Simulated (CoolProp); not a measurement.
Vapour-liquid equilibrium of dimethyl ether (1) + R236EA (2) at 49.45 °C; x and y are mole fractions of (1).

Model: multi-fluid Helmholtz-energy mixture model, Wu 2011 and Rui 2013; pair parameters Bell 2016, in CoolProp.

| x | bubble pressure, mixture model (bar) | bubble pressure, Raoult's law (bar) | y, mixture model | y, Raoult's law |
|---|---|---|---|---|
| 0.05 | (withheld) | 4.823 | (withheld) | 0.117 |
| 0.15 | (withheld) | 5.504 | 0.177 | 0.308 |
| 0.25 | 4.777 | 6.184 | (withheld) | 0.456 |
| 0.35 | 5.062 | 6.864 | 0.453 | 0.575 |
| 0.45 | 5.512 | 7.544 | 0.595 | 0.673 |
| 0.55 | 6.166 | 8.225 | 0.724 | 0.755 |
| 0.65 | 7.048 | 8.905 | (withheld) | 0.824 |
| 0.75 | 8.143 | 9.585 | 0.907 | 0.883 |
| 0.85 | 9.390 | 10.27 | (withheld) | 0.934 |
| 0.95 | 10.67 | 10.95 | 0.990 | 0.980 |

Question: Some entries are withheld; supply them.

Answer: 
- 0.05, bubble pressure, mixture model (bar): 4.513
- 0.05, y, mixture model: 0.056
- 0.15, bubble pressure, mixture model (bar): 4.608
- 0.25, y, mixture model: 0.310
- 0.65, y, mixture model: 0.829
- 0.85, y, mixture model: 0.958

The largest gap from Raoult's law is -26.9 % in bubble pressure, at x = 0.45. No azeotrope shows between x = 0.05 and 0.95.

The pair parameters rest on a limited set of measurements; away from them the model extrapolates.
